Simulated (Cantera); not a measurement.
Feed: 1 mol SiH₂Cl₂, 16 mol N₂O, 86 mol N₂, held at 40.5 Torr.

Equilibrium computed with Cantera from the NASA thermochemical tables; the gas is ideal and each condensed phase is pure. Candidate condensed phases: H₂O, NH₄Cl, Si, SiO₂, Si₂N₂O, Si₃N₄; 47 gas species. The tables hold silica as quartz up to 1696 K and as liquid above; real silica turns to tridymite and cristobalite and melts near 1996 K. Kinetics and transport are ignored.

### Question
Which condensed phases are stable at each of these points (T (K)): 975, 1125, 1275, 1425, 1575, 1725, 1875, 2025?

### Answer
```json
[
 {"T (K)": "975", "condensed phases": "SiO₂(β-quartz)", "Si condensed (%)": "100.0"},
 {"T (K)": "1125", "condensed phases": "SiO₂(β-quartz)", "Si condensed (%)": "100.0"},
 {"T (K)": "1275", "condensed phases": "SiO₂(β-quartz)", "Si condensed (%)": "100.0"},
 {"T (K)": "1425", "condensed phases": "SiO₂(β-quartz)", "Si condensed (%)": "100.0"},
 {"T (K)": "1575", "condensed phases": "SiO₂(β-quartz)", "Si condensed (%)": "100.0"},
 {"T (K)": "1725", "condensed phases": "SiO₂(condensed)", "Si condensed (%)": "100.0"},
 {"T (K)": "1875", "condensed phases": "SiO₂(condensed)", "Si condensed (%)": "100.0"},
 {"T (K)": "2025", "condensed phases": "SiO₂(l)", "Si condensed (%)": "99.8"}
]
```

From 975 K to 1575 K the condensed part is SiO₂(β-quartz). From 1725 K to 1875 K the condensed part is SiO₂(condensed). At 2025 K the condensed part is SiO₂(l).
